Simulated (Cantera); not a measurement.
Standard-state values (1 bar) from the NASA 1993 polynomials, evaluated with Cantera. Values are per mole of reaction as written; species without (g) are pure solids or liquids, kept so even where they would boil at 1 bar.

3 SO₂(g) → S + 2 SO₃(g)

```csv
T (K),ΔH° (kJ),ΔS° (J/K),ΔG° (kJ),log10 K,condensed phases
300,99.0,-199.0,158.7,-27.63,S(s)
798,?,?,?,?,S(l)
823,111.4,-174.7,255.2,-16.19,S(l)
848,111.9,-174.1,259.5,-15.99,S(l)
873,?,?,?,?,S(l)
898,113.0,-172.9,268.2,-15.60,S(l)
923,113.5,-172.3,272.5,-15.42,S(l)
948,?,?,?,?,S(l)
973,114.7,-171.1,281.1,-15.09,S(l)
998,?,?,?,?,S(l)
```

Q: Some entries are withheld; supply them.

A: 
- 798, ΔH° (kJ): 110.9
- 798, ΔS° (J/K): -175.3
- 798, ΔG° (kJ): 250.8
- 798, log10 K: -16.42
- 873, ΔH° (kJ): 112.4
- 873, ΔS° (J/K): -173.5
- 873, ΔG° (kJ): 263.9
- 873, log10 K: -15.79
- 948, ΔH° (kJ): 114.1
- 948, ΔS° (J/K): -171.6
- 948, ΔG° (kJ): 276.8
- 948, log10 K: -15.25
- 998, ΔH° (kJ): 115.2
- 998, ΔS° (J/K): -170.5
- 998, ΔG° (kJ): 285.4
- 998, log10 K: -14.94
